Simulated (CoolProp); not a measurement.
The fluid at 298.15 K and 2.71 MPa flows at 0.091 m/s in a round tube of 100 mm bore and 45 µm roughness, fully developed (64/Re and Nu = 3.66 if laminar; Colebrook and Gnielinski if turbulent). The same conditions are run with several fluids, on thermodynamics alone (safety and materials aside).

Values from CoolProp's reference Helmholtz-energy equation of state of each fluid (CH2F2 (R32): Tillner-Roth 1997; m-xylene: Zhou 2012; ethanol: Schroeder 2014; R245fa: Akasaka 2015; n-decane: Lemmon 2006).

Question: Rank CH2F2 (R32), m-xylene, ethanol, R245fa, n-decane by Reynolds number, highest first.

Answer: CH2F2 (R32) (77200), R245fa (29900), m-xylene (13200), n-decane (7580), ethanol (6510)

| fluid | Darcy friction factor | pressure drop (Pa/m) | heat-transfer coefficient (W/(m² K)) | mass flow (kg/h) |
|---|---|---|---|---|
| CH2F2 (R32) | 0.0209 | 0.836 | 348 | 2490 |
| m-xylene | 0.0295 | 1.05 | 140 | 2220 |
| ethanol | 0.0353 | 1.15 | 117 | 2030 |
| R245fa | 0.0247 | 1.38 | 187 | 3460 |
| n-decane | 0.0339 | 1.02 | 104 | 1870 |

Transport values come from each fluid's own correlations; those of CH2F2 (R32), R245fa are estimates that may be off by 10 % or more.
